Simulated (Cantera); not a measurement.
**AlN + H2 (nitride etching)**

Feed: 1 mol AlN, 880 mol H2, equilibrated at 1748.15 K and 60.8 Torr.

Equilibrium computed with Cantera from the NASA thermochemical tables; the gas is ideal and each condensed phase is pure. Candidate condensed phases: Al, AlN; 13 gas species. Equilibrium is a limit: real reactors are often held back by kinetics, nucleation or transport.

The x(H2) is 0.999 and the x(H) is 0.000803. The x(Al) is 0.000288 and the x(N2) is 0.000166. The x(AlH) is 4.32e-5. The n(AlN(s)) is 0.708 mol and the gas amount is 880.8 mol. The log10 activity of Al(l) (absent) comes out as -1.27.
